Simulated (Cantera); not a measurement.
A closed system holds: 1 mol acetone, 0.2 mol O2, 6.1 mol H2, at 798.15 K.

Equilibrium computed with Cantera from the NASA thermochemical tables; the gas is ideal and each condensed phase is pure. Candidate condensed phases: C, C6H6, C7H8, C8H18, H2O; 110 gas species. The feed counts by its element totals alone. The ideal-gas law is rough above about 30 bar. Kinetics and transport are ignored.

**Question.** Which condensed phases are stable at each of these points (P (Pa)): 10, 72, 520, 3700, 27000, 190000, 1400000, 10000000?

**Answer.** 
```tsv
P (Pa)	condensed phases	C condensed (%)
10	C(graphite)	53.5
72	C(graphite)	54.2
520	C(graphite)	58.0
3700	C(graphite)	62.8
27000	C(graphite)	42.6
190000	C(graphite)	4.4
1400000	gas only	0.0
10000000	gas only	0.0
```

From 10.0 Pa to 1.90 bar the condensed part is C(graphite). From 14.0 bar to 100 bar nothing is condensed.
